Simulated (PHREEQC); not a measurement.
Copper plating or etch bath: speciation

Consider water at 25 °C with 0.0023 mol Cu(NO3)2, 0.023 mol HCl and 0.0076 mol FeCl3 per kg of water. Closed to the air; pH follows from the charge balance.

Computed with PHREEQC (ion-association model, wateq4f.dat).

This is a speciation only: nothing precipitates in the calculation.

Task: Estimate the pH, ionic strength.

Result: pH 1.70; ionic strength 0.0663 mol/kgw.

Task: In which forms is Cl present?

Result: Cl- 94 %, FeCl+2 4.9 %, FeCl2+ 0.8 % of the Cl.

The solution is supersaturated, for example in Hematite (slow to form), Goethite (slow to form), so a real one may precipitate; this is no full list. Species that the database lacks are ignored.
